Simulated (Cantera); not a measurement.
A perfectly stirred reactor is fed with 37.0 % CH4, 63.0 % H2O, at 0.207 atm; it is held at 1700 K, and followed from long to short residence time.

Cantera simulation using GRI-Mech 3.0 (53 species, 325 reactions); the numbers are that mechanism's predictions, not measurements.

Task: Predict: x(CH4) at τ = 1.50 s; x(H2O) at τ = 1.50 s; x(CH2CO) at τ = 1.50 s; x(H) at τ = 1.50 s; x(CH4) at τ = 60.0 ms; x(H2O) at τ = 60.0 ms; x(CH2CO) at τ = 60.0 ms; x(H) at τ = 60.0 ms.

Result: 
| Item | Value |
|---|---|
| x(CH4) at τ = 1.50 s | 0.0320 |
| x(H2O) at τ = 1.50 s | 0.284 |
| x(CH2CO) at τ = 1.50 s | 2.74e-5 |
| x(H) at τ = 1.50 s | 0.000221 |
| x(CH4) at τ = 60.0 ms | 0.123 |
| x(H2O) at τ = 60.0 ms | 0.490 |
| x(CH2CO) at τ = 60.0 ms | 9.27e-5 |
| x(H) at τ = 60.0 ms | 0.000129 |
